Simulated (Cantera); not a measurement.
Feed: 1 mol Fe3O4, 2.9 mol CH4, 1.5 mol CO, equilibrated at 39.0 mbar.

Equilibrium computed with Cantera from the NASA thermochemical tables; the gas is ideal and each condensed phase is pure. Candidate condensed phases: C, C6H6, C7H8, C8H18, Fe, Fe(CO)5, FeO, Fe(OH)2, Fe(OH)3, Fe2O3, Fe3O4, H2O; 114 gas species. Equilibrium is a limit: real reactors are often held back by kinetics, nucleation or transport.

x: gas mole fraction; n: condensed amount in mol.

```json
[
 {"T (K)": "975", "x H2": "0.518", "x CO": "0.374", "x H2O": "0.0502", "x CO2": "0.0578", "x CH4": "…", "x H": "4.17e-9", "x Fe(OH)2": "1.86e-10", "n Fe(α)": "3.00", "n Fe(γ)": "0"},
 {"T (K)": "1025", "x H2": "0.513", "x CO": "0.379", "x H2O": "0.0551", "x CO2": "0.0527", "x CH4": "…", "x H": "1.58e-8", "x Fe(OH)2": "5.96e-10", "n Fe(α)": "3.00", "n Fe(γ)": "0"},
 {"T (K)": "1075", "x H2": "0.509", "x CO": "0.383", "x H2O": "0.0596", "x CO2": "0.0482", "x CH4": "…", "x H": "5.30e-8", "x Fe(OH)2": "1.68e-9", "n Fe(α)": "3.00", "n Fe(γ)": "0"},
 {"T (K)": "1125", "x H2": "0.505", "x CO": "0.387", "x H2O": "0.0636", "x CO2": "0.0443", "x CH4": "…", "x H": "1.60e-7", "x Fe(OH)2": "4.22e-9", "n Fe(α)": "3.00", "n Fe(γ)": "0"},
 {"T (K)": "1175", "x H2": "0.502", "x CO": "0.391", "x H2O": "0.0670", "x CO2": "0.0408", "x CH4": "…", "x H": "4.40e-7", "x Fe(OH)2": "9.74e-9", "n Fe(α)": "3.00", "n Fe(γ)": "0"},
 {"T (K)": "1225", "x H2": "0.499", "x CO": "0.394", "x H2O": "0.0701", "x CO2": "0.0377", "x CH4": "…", "x H": "1.11e-6", "x Fe(OH)2": "2.08e-8", "n Fe(α)": "0", "n Fe(γ)": "3.00"},
 {"T (K)": "1275", "x H2": "0.496", "x CO": "0.396", "x H2O": "0.0728", "x CO2": "0.0350", "x CH4": "…", "x H": "2.63e-6", "x Fe(OH)2": "4.15e-8", "n Fe(α)": "0", "n Fe(γ)": "3.00"},
 {"T (K)": "1325", "x H2": "0.493", "x CO": "0.399", "x H2O": "0.0752", "x CO2": "0.0326", "x CH4": "…", "x H": "5.82e-6", "x Fe(OH)2": "7.84e-8", "n Fe(α)": "0", "n Fe(γ)": "3.00"}
]
```

Problem. Fill in the missing entries.

Solution. 
- 975, x CH4: 0.000119
- 1025, x CH4: 2.76e-5
- 1075, x CH4: 7.35e-6
- 1125, x CH4: 2.21e-6
- 1175, x CH4: 7.42e-7
- 1225, x CH4: 2.73e-7
- 1275, x CH4: 1.09e-7
- 1325, x CH4: 4.68e-8
